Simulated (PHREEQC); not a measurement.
A column of 0.2 m (30 cells, dispersivity 0.007 m, 300 s a shift, diffusion coefficient 3e-10 m²/s) holds 0.0036 eq of the database's cation exchanger X per kg of pore water, first in equilibrium with 0.34 mmol/kgw CuCl2, 3.6 mmol/kgw ZnCl2, 26 mmol/kgw Na2SO4 and 0.01 mmol/kgw HCl. It is flushed with 0.00066 mol/kgw MgSO4, 0.00049 mol/kgw MnCl2 and 1e-05 mol/kgw HCl, at 25 °C. Values are for the last cell. No CO2 enters from the air. Precipitation was switched off in this run.

Base run: PHREEQC, ion-association model, phreeqc.dat. Each further column changes one thing. The table gives Mg in solution (mol/kgw).

| pore volumes | base | exchange capacity from 0.0036 to 0.0018 eq/kgw | dispersivity from 0.007 to 0.014 m |
|---|---|---|---|
| 0 | 0 | 0 | 0 |
| 0.4167 | 1.19e-8 | 5.53e-8 | 1.02e-6 |
| 1.017 | 2.47e-5 | 0.000102 | 6.86e-5 |
| 1.417 | 4.30e-5 | 0.000194 | 0.000104 |
| 1.817 | 0.000150 | 0.000354 | 0.000184 |
| 2.417 | 0.000329 | 0.000529 | 0.000336 |
| 2.817 | 0.000419 | 0.000591 | 0.000416 |
| 3.217 | 0.000487 | 0.000625 | 0.000477 |
| 3.617 | 0.000539 | 0.000643 | 0.000523 |
| 4.217 | 0.000592 | 0.000655 | 0.000572 |
| 4.617 | 0.000615 | 0.000658 | 0.000595 |
| 5.017 | 0.000630 | 0.000659 | 0.000613 |
| 5.617 | 0.000645 | 0.000660 | 0.000631 |
| 6.017 | 0.000651 | 0.000660 | 0.000639 |
